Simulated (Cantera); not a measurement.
A perfectly stirred reactor is fed with H₂ : O₂ = 0.028 : 1 (molar parts), equivalence ratio 0.014, at 0.0263 atm; it is held at 1150 K, and followed from long to short residence time.

Model: GRI-Mech 3.0 (53 species, 325 reactions), integrated in Cantera. Radical loss at walls, strong at low pressure, is not modelled.

Problem. What does this change do: temperature 1150 to 1075 K?

Solution. 
```csv
quantity,before,after
x(H₂) at τ = 1.40 s,7.66e-5,0.000122
x(O₂) at τ = 1.40 s,0.971,0.972
x(H) at τ = 1.40 s,2.64e-5,2.17e-5
x(HO₂) at τ = 1.40 s,1.29e-6,1.70e-6
x(OH) at τ = 1.40 s,0.000365,0.000247
x(H₂) at τ = 32.0 ms,0.000668,0.00103
x(O₂) at τ = 32.0 ms,0.965,0.967
x(H) at τ = 32.0 ms,0.000801,0.000723
x(HO₂) at τ = 32.0 ms,4.17e-6,5.65e-6
x(OH) at τ = 32.0 ms,0.00129,0.000989
```
